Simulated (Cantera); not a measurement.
## Fluorocarbon and chlorocarbon gases: CH₃F + F₂ + H₂

A closed system holds: 1 mol CH₃F, 0.35 mol F₂, 7.9 mol H₂, held at 1475 K and 7.50 Torr.

Equilibrium computed with Cantera from the NASA thermochemical tables; the gas is ideal and each condensed phase is pure. Candidate condensed phases: C, C₆H₆, C₇H₈, C₈H₁₈; 95 gas species. The numbers say what is thermodynamically allowed, not how fast it happens.

The x(H₂) is 0.834, the x(HF) is 0.166 and the x(H) is 0.000118. The x(CH₄) is 2.02e-5 and the x(C₂H₂ (acetylene)) is 5.56e-6. The n(C(graphite)) is 1.000 mol and the gas amount comes out as 10.25 mol.
